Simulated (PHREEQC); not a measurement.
Dissolve 0.0042 mol/kgw Na2S and 0.014 mol/kgw NaHCO3 at 20 °C and 100 atm. Closed to the air; pH follows from the charge balance.

All values are PHREEQC results (ion-association model, phreeqc.dat), not measurements.

```csv
quantity,before,after
pH,9.70,9.35
ionic strength (mol/kgw),0.0252,0.0238
Na+ (mol/kgw),0.0217,0.0219
HCO3- (mol/kgw),0.00973,0.0117
CO3-2 (mol/kgw),0.00355,0.00187
NaCO3- (mol/kgw),0.000613,0.000331
```

Q: Which change was made?
(A) NaHCO3 from 0.014 to 0.07 mol/kgw
(B) diluted 10-fold with water
(C) Na2S replaced by Na3PO4 at the same molality
(D) 0.002 mol/kgw HF added
(E) NaHCO3 from 0.014 to 0.0154 mol/kgw

A: D, 0.002 mol/kgw HF added

No solid was allowed to form. Under pressure, the constants of complexes without a molar volume in the database are unreliable.
